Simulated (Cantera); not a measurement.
**Adiabatic ignition**

An adiabatic, constant-volume homogeneous reactor starts with CH₄ : C₂H₆ : C₃H₈ : O₂ : N₂ = 1 : 0.12 : 1.4 : 6.73 : 25.3 (molar parts), equivalence ratio 1.4, at 1773 K and 170000 Pa.

Cantera simulation using GRI-Mech 3.0 (53 species, 325 reactions); the numbers are that mechanism's predictions, not measurements. GRI-Mech 3.0 was tuned for natural gas; its chemistry of propane as a main component is partial and can be far from experiment. Above 3000 K some thermodynamic fits are extrapolated.

| t (s) | T (K) | P (bar) | x CH₄ | x C₂H₆ | x C₃H₈ | x HO₂ | x H₂O | x CO₂ |
|---|---|---|---|---|---|---|---|---|
| 7.00e-6 | 1857 | 1.88 | 0.0256 | 0.00308 | 0.00617 | 0.000954 | 0.0244 | 0.000936 |
| 2.28e-5 | 3083 | 3.46 | <1e-12 | <1e-12 | <1e-12 | 6.02e-6 | 0.119 | 0.0315 |
| 7.40e-5 | 3110 | 3.48 | <1e-12 | <1e-12 | <1e-12 | 5.62e-6 | 0.121 | 0.0315 |
| 0.000240 | 3102 | 3.47 | <1e-12 | <1e-12 | <1e-12 | 5.17e-6 | 0.120 | 0.0310 |
| 0.000782 | 3101 | 3.47 | <1e-12 | <1e-12 | <1e-12 | 5.13e-6 | 0.120 | 0.0310 |
| 0.00254 | 3101 | 3.47 | <1e-12 | <1e-12 | <1e-12 | 5.13e-6 | 0.120 | 0.0310 |
| 0.00826 | 3101 | 3.47 | <1e-12 | <1e-12 | <1e-12 | 5.13e-6 | 0.120 | 0.0310 |
| 0.0269 | 3101 | 3.47 | <1e-12 | <1e-12 | <1e-12 | 5.13e-6 | 0.120 | 0.0310 |
| 0.0873 | 3101 | 3.47 | <1e-12 | <1e-12 | <1e-12 | 5.13e-6 | 0.120 | 0.0310 |
| 0.284 | 3101 | 3.47 | <1e-12 | <1e-12 | <1e-12 | 5.13e-6 | 0.120 | 0.0310 |
| 0.923 | 3101 | 3.47 | <1e-12 | <1e-12 | <1e-12 | 5.13e-6 | 0.120 | 0.0310 |
| 3.00 | 3101 | 3.47 | <1e-12 | <1e-12 | <1e-12 | 5.13e-6 | 0.120 | 0.0310 |
x: mole fraction; the columns are a selection and need not sum to one.

```json
{
  "time_of_steepest_temperature_rise": "10.1 µs",
  "temperature at 3.00 s": "3101 K",
  "equilibrium_temperature": "3101 K",
  "x(CH₄) at 3.00 s": "<1e-12 (gas-phase equilibrium <1e-12)",
  "x(C₂H₆) at 3.00 s": "<1e-12 (gas-phase equilibrium <1e-12)",
  "x(C₃H₈) at 3.00 s": "<1e-12 (gas-phase equilibrium <1e-12)"
}
```
